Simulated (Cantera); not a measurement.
Adiabatic ignition

An adiabatic, constant-pressure homogeneous reactor starts with 10.8 % CH4, 3.13 % C2H6, 18.0 % O2, 68.0 % N2, equivalence ratio 1.8, at 1600 K and 101000 Pa.

Computed with Cantera and GRI-Mech 3.0 (53 species, 325 reactions).

| t (s) | T (K) | x CH4 | x C2H6 | x O2 | x H2O | x NO2 | x OH |
|---|---|---|---|---|---|---|---|
| 6.00e-6 | 1596 | 0.108 | 0.0306 | 0.180 | 7.69e-5 | <1e-12 | 4.23e-6 |
| 1.70e-5 | 1592 | 0.107 | 0.0282 | 0.179 | 0.00138 | <1e-12 | 2.59e-5 |
| 4.82e-5 | 1645 | 0.0926 | 0.0149 | 0.161 | 0.0176 | 2.18e-11 | 0.000113 |
| 0.000136 | 2691 | 1.22e-7 | <1e-12 | 0.000158 | 0.136 | 6.76e-9 | 0.00430 |
| 0.000387 | 2677 | 3.16e-12 | <1e-12 | 0.000190 | 0.135 | 8.87e-9 | 0.00466 |
| 0.00110 | 2669 | 2.63e-12 | <1e-12 | 0.000209 | 0.134 | 1.13e-8 | 0.00486 |
| 0.00310 | 2667 | 2.64e-12 | <1e-12 | 0.000207 | 0.134 | 1.60e-8 | 0.00484 |
| 0.00879 | 2667 | 2.66e-12 | <1e-12 | 0.000206 | 0.134 | 1.91e-8 | 0.00482 |
| 0.0249 | 2667 | 2.66e-12 | <1e-12 | 0.000205 | 0.134 | 1.93e-8 | 0.00482 |
| 0.0706 | 2667 | 2.66e-12 | <1e-12 | 0.000205 | 0.134 | 1.93e-8 | 0.00482 |
| 0.200 | 2667 | 2.66e-12 | <1e-12 | 0.000205 | 0.134 | 1.93e-8 | 0.00482 |
x: mole fraction; the columns are a selection and need not sum to one.

```json
{
  "time_of_steepest_temperature_rise": "85.6 µs",
  "temperature at 0.200 s": "2667 K",
  "equilibrium_temperature": "2667 K",
  "x(CH4) at 0.200 s": "2.66e-12 (gas-phase equilibrium 3.02e-12)",
  "x(C2H6) at 0.200 s": "<1e-12 (gas-phase equilibrium <1e-12)",
  "x(O2) at 0.200 s": "0.000205 (gas-phase equilibrium 0.000205)"
}
```
